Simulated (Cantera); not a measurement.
An isothermal, constant-pressure homogeneous reactor starts with 2.17 % CH4, 97.8 % H2, at 1575 K and 13000 Pa.

Cantera simulation using GRI-Mech 3.0 (53 species, 325 reactions); the numbers are that mechanism's predictions, not measurements. GRI-Mech 3.0 stops at C3 and has no aromatics, soot or wall deposition, so with more carbon than oxygen in the feed, carbon stays in small species such as C2H2 where larger ones or solid carbon would form.

x: mole fraction; the columns are a selection and need not sum to one.

```json
[
 {"t (s)": "0.000700", "x CH4": "0.0217", "x H2": "0.978", "x H": "___", "x C2H2": "3.05e-12", "x CH3": "3.01e-6"},
 {"t (s)": "0.00283", "x CH4": "0.0217", "x H2": "0.978", "x H": "___", "x C2H2": "1.51e-9", "x CH3": "1.19e-5"},
 {"t (s)": "0.0114", "x CH4": "0.0217", "x H2": "0.978", "x H": "___", "x C2H2": "9.08e-7", "x CH3": "3.71e-5"},
 {"t (s)": "0.0461", "x CH4": "0.0216", "x H2": "0.978", "x H": "0.000107", "x C2H2": "4.63e-5", "x CH3": "4.79e-5"},
 {"t (s)": "0.186", "x CH4": "0.0211", "x H2": "0.978", "x H": "0.000107", "x C2H2": "0.000286", "x CH3": "4.69e-5"},
 {"t (s)": "0.752", "x CH4": "0.0193", "x H2": "0.979", "x H": "0.000108", "x C2H2": "0.00115", "x CH3": "4.32e-5"},
 {"t (s)": "3.04", "x CH4": "0.0143", "x H2": "0.982", "x H": "0.000110", "x C2H2": "0.00354", "x CH3": "3.26e-5"},
 {"t (s)": "12.3", "x CH4": "0.00745", "x H2": "0.985", "x H": "0.000113", "x C2H2": "0.00686", "x CH3": "1.74e-5"},
 {"t (s)": "49.5", "x CH4": "0.00463", "x H2": "0.987", "x H": "0.000115", "x C2H2": "0.00822", "x CH3": "1.10e-5"},
 {"t (s)": "200", "x CH4": "0.00454", "x H2": "0.987", "x H": "0.000115", "x C2H2": "0.00826", "x CH3": "1.08e-5"}
]
```

Task: Complete the blanks.

Result: 
- 0.000700, x H: 6.64e-6
- 0.00283, x H: 2.63e-5
- 0.0114, x H: 8.26e-5
